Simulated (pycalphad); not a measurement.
CALPHAD calculation (pycalphad, COST 507 light-alloy database (1999)), 1 atm. No gas phase is included, though pure Mg would boil below 1377 °C. These are 1990s assessments: newer ones move some temperatures and phases. The system is extrapolated from its subsystems; higher-order compounds may be missing. Kinetics are ignored, which matters at the lower temperatures.

### Question
How does the equilibrium phase assembly of Al-6.14Mn-1.97Mg-13.27Si (at.%) change on cooling from 1377 °C to 77 °C?

### Answer
```json
[
 {"T (°C)": "819.7", "phases above": "liquid", "phases below": "ALMNSI_BETA + liquid"},
 {"T (°C)": "730.3", "phases above": "ALMNSI_BETA + liquid", "phases below": "ALMNSI_ALPHA + ALMNSI_BETA + liquid"},
 {"T (°C)": "728.8", "phases above": "ALMNSI_ALPHA + ALMNSI_BETA + liquid", "phases below": "ALMNSI_ALPHA + liquid"},
 {"T (°C)": "580.1", "phases above": "ALMNSI_ALPHA + liquid", "phases below": "ALMNSI_ALPHA + diamond (Si) + liquid"},
 {"T (°C)": "565.2", "phases above": "ALMNSI_ALPHA + diamond (Si) + liquid", "phases below": "ALMNSI_ALPHA + diamond (Si) + fcc + liquid"},
 {"T (°C)": "557.2", "phases above": "ALMNSI_ALPHA + diamond (Si) + fcc + liquid", "phases below": "ALMNSI_ALPHA + diamond (Si) + fcc + MG2SI"}
]
```
Changes were sought between steps of 25 K, so a narrower field can be missed.

Database names, with the compositions (at.%) that they take in these runs: ALMNSI_BETA: Al 62 Mn 23 Si 14; ALMNSI_ALPHA: Al 70-73 Mn 17 Si 10-13; MG2SI: Mg 67 Si 33.
